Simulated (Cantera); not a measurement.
## Thermodynamics of fluorocarbon and chlorocarbon gases, feed CH₃F + F₂ + H₂

Feed: 1 mol CH₃F, 0.12 mol F₂, 3.2 mol H₂, equilibrated at 970 Pa.

Method: chemical equilibrium by Gibbs-energy minimisation in Cantera with the NASA 1993 tables (ideal gas, pure condensed phases). Candidate condensed phases: C, C₆H₆, C₇H₈, C₈H₁₈; 95 gas species. Kinetics and transport are ignored.

```json
[
 {"T (K)": "2000", "x H₂": "0.754", "x H": "0.0143", "x HF": "0.231", "x C₂H₂ (acetylene)": "0.000579", "n C(graphite)": "0.994"},
 {"T (K)": "2100", "x H₂": "0.742", "x H": "0.0272", "x HF": "0.230", "x C₂H₂ (acetylene)": "0.00107", "n C(graphite)": "0.988"},
 {"T (K)": "2200", "x H₂": "0.722", "x H": "0.0486", "x HF": "0.227", "x C₂H₂ (acetylene)": "0.00185", "n C(graphite)": "0.980"},
 {"T (K)": "2300", "x H₂": "0.692", "x H": "0.0817", "x HF": "0.224", "x C₂H₂ (acetylene)": "0.00299", "n C(graphite)": "0.966"},
 {"T (K)": "2400", "x H₂": "0.648", "x H": "0.130", "x HF": "0.218", "x C₂H₂ (acetylene)": "0.00451", "n C(graphite)": "0.947"},
 {"T (K)": "2500", "x H₂": "0.587", "x H": "0.196", "x HF": "0.210", "x C₂H₂ (acetylene)": "0.00636", "n C(graphite)": "0.921"},
 {"T (K)": "2600", "x H₂": "0.512", "x H": "0.279", "x HF": "0.200", "x C₂H₂ (acetylene)": "0.00830", "n C(graphite)": "0.886"}
]
```
x: gas mole fraction; n: condensed amount in mol.

From 2000 K to 2600 K the condensed part is C(graphite). The main C-bearing gas is C₂H₂ (acetylene) throughout. The share of C in condensed phases is highest at 2000 K (99.4 %) and lowest at 2600 K (88.6 %).
